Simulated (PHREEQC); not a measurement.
Solution (60 °C): 14 mmol/kgw Cu(NO3)2, 1.8 mmol/kgw H2SO4 and 38 mmol/kgw FeCl3. Closed to the air; pH follows from the charge balance.

All values are PHREEQC results (ion-association model, wateq4f.dat), not measurements.

Q: The ionic strength comes out as 0.200 mol/kgw. What activity coefficients do Cl-, CuCl+, Fe(OH)2+, Fe(SO4)2-, Fe+3 get?

A: Cl- 0.70, CuCl+ 0.70, Fe(OH)2+ 0.73, Fe(SO4)2- 0.73, Fe+3 0.12.

No solid was allowed to form. Examples of supersaturated solids here: Hematite (slow to form), Goethite (slow to form). Others may be too. Away from 25 °C the constants follow the database's enthalpies or fits; those with neither stay at their 25 °C values.
